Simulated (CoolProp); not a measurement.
R125 along the isobar 3.79 MPa: fugacity coefficient from the reference equation and from simpler models built on Tc = 339.2 K, pc = 3.618 MPa, ω = 0.305; each cubic takes its own stable root.

Model: reference Helmholtz-energy equation of state, Lemmon 2005, in CoolProp.

| T (K) | phase | reference | Redlich-Kwong | Peng-Robinson |
|---|---|---|---|---|
| 252.9 | liquid | 0.09236 | 0.1438 | 0.09209 |
| 257.5 | liquid | 0.1078 | 0.1626 | 0.1075 |
| 262.1 | liquid | 0.1250 | 0.1827 | 0.1246 |
| 266.7 | liquid | 0.1438 | 0.2041 | 0.1433 |
| 271.2 | liquid | 0.1639 | 0.2262 | 0.1634 |
| 275.8 | liquid | 0.1862 | 0.2500 | 0.1856 |
| 280.4 | liquid | 0.2102 | 0.2749 | 0.2095 |
| 285 | liquid | 0.2359 | 0.3009 | 0.2351 |
| 289.5 | liquid | 0.2628 | 0.3273 | 0.2618 |
| 294.1 | liquid | 0.2918 | 0.3551 | 0.2906 |
| 298.7 | liquid | 0.3224 | 0.3837 | 0.3210 |
| 303.2 | liquid | 0.3538 | 0.4123 | 0.3520 |
